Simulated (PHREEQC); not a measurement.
Consider water at 20 °C with 0.00024 mol H2SO4, 0.026 mol CuSO4 and 0.00176 mol MgCl2 per kg of water. Closed to the air; pH follows from the charge balance.

Computed with PHREEQC (ion-association model, wateq4f.dat).

No solid was allowed to form.

Q: Order these Cu species by the share of Cu that they hold, largest first: Cu+2, CuSO4, CuCl+.

A: Cu+2 (63 %), CuSO4 (37 %), CuCl+ (0.20 %)

The pH is 3.60 and the ionic strength 0.0687 mol/kgw. Species that the database lacks are ignored.
